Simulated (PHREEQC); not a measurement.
Make-up at 90 °C: 0.08 mol LiBr, 0.00074 mol NaHCO3 and 0.021 mol MgCl2 per kg of water. Closed to the air; pH follows from the charge balance.

Equilibrium calculation in PHREEQC: ion-association model, phreeqc.dat.

**Question.** The ionic strength comes out as 0.143 mol/kgw. What activity coefficients do Li+, OH-, MgOH+, Br-, CO3-2 get?

**Answer.** Li+ 0.75, OH- 0.70, MgOH+ 0.76, Br- 0.69, CO3-2 0.30.

This is a speciation only: nothing precipitates in the calculation. Species that the database lacks are ignored. At this temperature some constants are extrapolated from 25 °C, and those without enthalpy data are left unchanged.
